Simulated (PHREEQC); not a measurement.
Dissolve 0.068 mol/kgw (CH3)4NF, 0.0086 mol/kgw NH4HCO3 and 0.31 mol/kgw NH4Cl at 25 °C. Closed to the air; pH follows from the charge balance.

Equilibrium calculation in PHREEQC: ion-association model, phreeqc.dat.

```yaml
pH: 7.02
ionic_strength: 0.386 mol/kgw
activity_of_water: 0.987
density: 1.009 g/cm³
total_alkalinity: 8.60 meq/kg
```

```csv
species,molality,activity,log γ
NH4+,0.318,0.196,-0.210
Cl-,0.310,0.207,-0.175
(CH3)4N+,0.0680,0.0455,-0.174
F-,0.0680,0.0444,-0.185
HCO3-,0.00752,0.00532,-0.151
CO2,0.00107,0.00117,0.039
NH3,0.00106,0.00116,0.039
CO3-2,1.04e-5,2.59e-6,-0.603
HF,5.86e-6,6.40e-6,0.039
HF2-,1.50e-6,1.09e-6,-0.136
OH-,1.59e-7,1.04e-7,-0.185
H+,1.24e-7,9.61e-8,-0.112
(CO2)2,2.28e-8,2.49e-8,0.039
```

No solid was allowed to form. (CH3)4N+ isn't in the database: it is added as a free cation with an ion size of 4 Å.
